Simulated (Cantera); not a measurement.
Input: 1 mol BCl3, 3.2 mol N2.

Equilibrium computed with Cantera from the NASA thermochemical tables; the gas is ideal and each condensed phase is pure. Candidate condensed phases: B, BN; 10 gas species. N2 is the only nitrogen source here; it is nearly inert below about 1500 K, so the nitride shown seldom forms there in practice. The tables' values for BCl2 are old estimates. The numbers say what is thermodynamically allowed, not how fast it happens.

What condenses at these points (T in K, P in Pa): (1850, 2500); (1850, 63); (1550, 25); (1450, 2500); (2050, 63)?


```json
[
 {"T (K)": "1850", "P in Pa": "2500", "condensed phases": "gas only", "B condensed (%)": "0.0"},
 {"T (K)": "1850", "P in Pa": "63", "condensed phases": "gas only", "B condensed (%)": "0.0"},
 {"T (K)": "1550", "P in Pa": "25", "condensed phases": "BN", "B condensed (%)": "0.5"},
 {"T (K)": "1450", "P in Pa": "2500", "condensed phases": "BN", "B condensed (%)": "0.1"},
 {"T (K)": "2050", "P in Pa": "63", "condensed phases": "gas only", "B condensed (%)": "0.0"}
]
```
